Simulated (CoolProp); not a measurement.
Vapour-liquid equilibrium of propane (1) + R236EA (2) at 293 K; x and y are mole fractions of (1).

Model: multi-fluid Helmholtz-energy mixture model, Lemmon 2009 and Rui 2013; pair parameters Bell 2016, in CoolProp.

Problem. Give the bubble pressure and the first vapour's composition at x = 0.05, 0.8, 0.95. Is there an azeotrope?

Solution. x = 0.05: 0.2877 MPa, y = 0.410; x = 0.8: 0.8016 MPa, y = 0.875; x = 0.95: 0.8309 MPa, y = 0.956. No azeotrope shows between x = 0.05 and 0.95.

Pair parameters are fitted to limited data, so mixtures are less certain than the pure fluids. With so large a gap from Raoult's law the liquid may split in two, which this calculation doesn't test in full.
